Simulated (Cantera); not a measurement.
A closed system holds: 1 mol Si, 2.2 mol HCl, 1.7 mol H2, at 923 K and 1.00 bar.

Equilibrium computed with Cantera from the NASA thermochemical tables; the gas is ideal and each condensed phase is pure. Candidate condensed phases: Si; 19 gas species. The tables' values for SiCl3 are old estimates; treat these amounts as uncertain. Rates play no part.

Base state: H2 0.812, SiCl4 0.118, SiHCl3 0.0609, HCl 0.00559, SiH2Cl2 0.00309, SiCl3 0.000402, SiCl2 5.53e-5, SiH3Cl 3.87e-5 (mole fractions); condensed: Si(s).

**Question.** What changes in the equilibrium state with this change: pressure from 1.00 bar to 7.50e-5 bar?

**Answer.** 
```csv
species,before,after
H2,0.812,0.787
SiCl4,0.118,0.134
HCl,0.00559,0.0611
SiHCl3,0.0609,0.00616
SiH3Cl,3.87e-5,3.07e-8
SiCl2,5.53e-5,0.00682
SiH2Cl2,0.00309,2.77e-5
SiCl3,0.000402,0.00477
"Si(s), mol",0.399,0.481
```
